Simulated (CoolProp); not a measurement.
Vapour-liquid equilibrium of CH2F2 (R32) (1) + R125 (2) at 0.0488 MPa; x and y are mole fractions of (1).

Computed with CoolProp (multi-fluid Helmholtz-energy mixture model, Tillner-Roth 1997 and Lemmon 2005; pair parameters Lemmon 2004).

```
x      bubble temperature (K)  y at the bubble point  dew temperature at overall composition x (K)  liquid density (mol/L)
-----  ----------------------  ---------------------  --------------------------------------------  ----------------------
0.05                    211.0                  0.064                                         211.0                   13.33
0.125                   210.6                  0.157                                         210.7                   13.83
0.2                     210.2                  0.245                                         210.4                   14.37
0.275                   209.9                  0.329                                         210.1                   14.94
0.35                    209.5                  0.408                                         209.8                   15.55
0.425                   209.2                  0.483                                         209.4                   16.22
0.5                     208.9                  0.554                                         209.1                   16.94
0.575                   208.7                  0.621                                         208.8                   17.72
0.65                    208.5                  0.686                                         208.6                   18.58
0.725                   208.3                  0.750                                         208.4                   19.52
0.8                     208.2                  0.813                                         208.2                   20.56
0.875                   208.1                  0.878                                         208.1                   21.73
0.95                    208.1                  0.948                                         208.1                   23.04
```

y crosses x between x = 0.875 and 0.95: the model has an azeotrope there.

Pair parameters are fitted to limited data, so mixtures are less certain than the pure fluids.
